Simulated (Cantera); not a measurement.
A perfectly stirred reactor is fed with H₂ : O₂ : N₂ = 1 : 0.357 : 1.86 (molar parts), equivalence ratio 1.4, at 1730 Torr; it is adiabatic with a 425 K inlet, and is followed from long to short residence time, starting on the burning branch (τ in s: 0.19, 0.051, 0.014, 0.0039, 0.0011, 0.00029, 7.9e-05, 2.2e-05, 6e-06).

Cantera simulation using GRI-Mech 3.0 (53 species, 325 reactions); the numbers are that mechanism's predictions, not measurements. The hydrogen kinetics of GRI-Mech 3.0 are dated; newer H2 mechanisms differ, most at raised pressure.

```json
[
 {"quantity": "blow-out, bracketed by the residence times tried", "before": "burning at 22.0 µs, out at 6.00 µs", "after": "burning at 6.00 µs, the shortest tried"},
 {"quantity": "x(H₂) at τ = 0.190 s", "before": "0.0996", "after": "0.0998"},
 {"quantity": "x(O₂) at τ = 0.190 s", "before": "1.85e-5", "after": "1.10e-5"},
 {"quantity": "x(NO) at τ = 0.190 s", "before": "1.90e-5", "after": "1.04e-5"},
 {"quantity": "x(NO₂) at τ = 0.190 s", "before": "1.12e-10", "after": "6.02e-11"},
 {"quantity": "x(O) at τ = 0.190 s", "before": "3.02e-6", "after": "5.33e-7"},
 {"quantity": "x(H₂) at τ = 1.10 ms", "before": "0.0965", "after": "0.0990"},
 {"quantity": "x(O₂) at τ = 1.10 ms", "before": "0.000583", "after": "0.000289"},
 {"quantity": "x(NO) at τ = 1.10 ms", "before": "2.69e-5", "after": "1.35e-5"},
 {"quantity": "x(NO₂) at τ = 1.10 ms", "before": "4.90e-10", "after": "3.09e-10"},
 {"quantity": "x(O) at τ = 1.10 ms", "before": "0.000254", "after": "3.07e-5"}
]
```

Question: Which change was made?
(A) O2 0.357 to 0.48 parts
(B) pressure from 1730 Torr to 760 Torr
(C) inlet temperature 425 to 600 K
(D) pressure from 1730 Torr to 5550 Torr

Answer: D, pressure from 1730 Torr to 5550 Torr
